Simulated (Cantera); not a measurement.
# Equilibrium for boron, boron nitride and boron oxide: B₂H₆ + H₂O

Charge: 1 mol B₂H₆, a varied amount of H₂O, held at 1175 K and 15.0 mbar.

Method: chemical equilibrium by Gibbs-energy minimisation in Cantera with the NASA 1993 tables (ideal gas, pure condensed phases). Candidate condensed phases: B, B₂O₃, B₃O₃H₃, H₂O; 23 gas species. The feed counts by its element totals alone. Mutual solubility and eutectic melting of coexisting phases are not modelled. Gases not in the tables: H₃BO₃. Kinetics and transport are ignored.

From 0.8 mol H₂O to 2.8 mol H₂O the condensed part is B(s) + B₂O₃(l). From 3.3 mol H₂O to 5.3 mol H₂O the condensed part is B₂O₃(l).

```
n(H₂O) (mol)   x H₂    x H₂O   x HBO₂  x B₃O₃H₃  n B(s)  n B₂O₃(l)
------------  -----  -------  -------  --------  ------  ---------
0.8           0.999  3.92e-7  2.95e-6  0.000832    1.46      0.263
1.3           0.999  3.92e-7  2.95e-6  0.000832    1.13      0.429
1.8           0.999  3.92e-7  2.95e-6  0.000832   0.796      0.595
2.3           0.999  3.92e-7  2.95e-6  0.000832   0.462      0.762
2.8           0.999  3.92e-7  2.95e-6  0.000832   0.128      0.928
3.3           0.952   0.0471  0.00102  1.73e-11       0      0.997
3.8           0.882    0.117  0.00161  3.52e-12       0      0.994
4.3           0.821    0.177  0.00198  1.53e-12       0      0.991
4.8           0.768    0.229  0.00226    <1e-12       0      0.989
5.3           0.722    0.275  0.00247    <1e-12       0      0.987
```
x: gas mole fraction; n: condensed amount in mol.
